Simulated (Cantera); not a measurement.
A perfectly stirred reactor is fed with CO : H₂ : O₂ : N₂ = 1 : 0.047 : 0.523 : 1.97 (molar parts), equivalence ratio 1.0, at 5.00 bar; it is adiabatic with a 398 K inlet, and is followed from long to short residence time, starting on the burning branch (τ in s: 0.035, 0.013, 0.0051, 0.0019, 0.00072, 0.00027, 0.0001, 3.9e-05, 1.5e-05, 5.5e-06).

Detailed kinetics in Cantera: GRI-Mech 3.0 (53 species, 325 reactions). The hydrogen kinetics of GRI-Mech 3.0 are dated; newer H2 mechanisms differ, most at raised pressure.

Problem. What does this change do: pressure from 5.00 bar to 19.0 bar?

Solution. 
```csv
quantity,before,after
"blow-out, bracketed by the residence times tried","burning at 0.100 ms, out at 39.0 µs","burning at 39.0 µs, out at 15.0 µs"
x(CO) at τ = 35.0 ms,0.0386,0.0294
x(H₂) at τ = 35.0 ms,0.000306,0.000225
x(O₂) at τ = 35.0 ms,0.0162,0.0116
x(NO) at τ = 35.0 ms,0.00457,0.00486
x(HO₂) at τ = 35.0 ms,1.15e-6,1.44e-6
x(CO) at τ = 0.270 ms,0.0909,0.0564
x(H₂) at τ = 0.270 ms,0.000812,0.000441
x(O₂) at τ = 0.270 ms,0.0419,0.0264
x(NO) at τ = 0.270 ms,0.000240,0.000899
x(HO₂) at τ = 0.270 ms,1.28e-5,7.74e-6
```
The pressure lies above the range GRI-Mech 3.0 was tuned for (to about 10 atm).

Problem. What does this change do: 0.074 parts H2O added?

Solution. 
| quantity | before | after |
|---|---|---|
| blow-out, bracketed by the residence times tried | burning at 0.100 ms, out at 39.0 µs | burning at 39.0 µs, out at 15.0 µs |
| x(CO) at τ = 35.0 ms | 0.0386 | 0.0336 |
| x(H₂) at τ = 35.0 ms | 0.000306 | 0.000710 |
| x(O₂) at τ = 35.0 ms | 0.0162 | 0.0142 |
| x(NO) at τ = 35.0 ms | 0.00457 | 0.00385 |
| x(HO₂) at τ = 35.0 ms | 1.15e-6 | 1.54e-6 |
| x(CO) at τ = 0.270 ms | 0.0909 | 0.0770 |
| x(H₂) at τ = 0.270 ms | 0.000812 | 0.00185 |
| x(O₂) at τ = 0.270 ms | 0.0419 | 0.0362 |
| x(NO) at τ = 0.270 ms | 0.000240 | 0.000198 |
| x(HO₂) at τ = 0.270 ms | 1.28e-5 | 1.25e-5 |
